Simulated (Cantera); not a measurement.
Cantera run:

```python
import numpy as np
import cantera as ct

gas_names = """
    CL CL2 H HCL H2 N NH NH2 NH3 N2 N2H2 N2H4 Si SiCL SiCL2 SiCL3 SiCL4 SiH SiHCL3 SiH2 SiH2CL2 SiH3
    SiH3CL SiH4 SiN Si2 Si2N Si3
""".split()
cond_names = """
    NH4CL(a) NH4CL(b) Si(cr) Si(L) Si3N4(a)
""".split()


# ... load() reads the species with a 1 bar reference pressure and builds the phases ...
atoms = {
    'SiCl4': {'Si': 1, 'CL': 4},
    'N2': {'N': 2},
    'H2': {'H': 2},
}
top_T = {'Si3N4(a)': 2400}  # K; cautious upper limits of use, not melting points


# ... equilibrate(T, P, feed) seeds the gas with the atoms and calls Mixture.equilibrate('TP', solver="vcs", rtol=1e-11, max_steps=5000) ...
results = []
T = 850  # K
P = 1000  # Pa
for m in [0.35, 0.47, 0.64, 0.85, 1.1, 1.5, 2.1, 2.8, 3.7, 5, 6.8, 9.1, 12]:
    feed = {'SiCl4': 1, 'N2': 23, 'H2': m}  # mol
    mix = equilibrate(T, P, feed)
    results.append((T, P, feed, dict(zip(mix.species_names, mix.species_moles))))

top = {s: max(r[3][s] / sum(r[3][g] for g in gas_names) for r in results) for s in gas_names}
cols = sorted((s for s in top if top[s] > 0.0001), key=lambda s: -top[s])[:6]
seen = [c for c in cond_names if any(r[3].get(c, 0) > 1e-12 for r in results)]
print("log10 of partial pressures in bar; condensed amounts in mol")
print(f"{'n(H2)':>10s}" + "".join(f"{s[:9]:>10s}" for s in cols + seen))
for T, P, feed, n in results:
    ng = sum(n[g] for g in gas_names)
    print(f"{feed['H2']:10.4g}" + "".join(f"{np.log10(max(n[s] / ng * P / 1e5, 1e-99)):10.3f}" for s in cols)
          + "".join(f"{n.get(c, 0):10.4g}" for c in seen))
```

It prints:

```
log10 of partial pressures in bar; condensed amounts in mol
     n(H2)        N2        H2       HCL     SiCL4  Si3N4(a)
      0.35    -2.028    -4.868    -3.586    -3.462    0.0528
      0.47    -2.031    -4.629    -3.474    -3.490   0.06871
      0.64    -2.035    -4.384    -3.362    -3.529   0.08962
      0.85    -2.040    -4.164    -3.264    -3.577    0.1131
       1.1    -2.046    -3.969    -3.182    -3.635    0.1382
       1.5    -2.054    -3.743    -3.093    -3.726    0.1726
       2.1    -2.067    -3.507    -3.012    -3.864    0.2134
       2.8    -2.080    -3.315    -2.958    -4.025    0.2481
       3.7    -2.096    -3.139    -2.924    -4.227     0.278
         5    -2.117    -2.964    -2.907    -4.498    0.3023
       6.8    -2.143    -2.803    -2.912    -4.820    0.3176
       9.1    -2.175    -2.670    -2.932    -5.148    0.3254
        12    -2.211    -2.559    -2.964    -5.470    0.3292
```

Method: chemical equilibrium by Gibbs-energy minimisation in Cantera with the NASA 1993 tables (ideal gas, pure condensed phases). N2 is the only nitrogen source here; it is nearly inert below about 1500 K, so the nitride shown seldom forms there in practice.
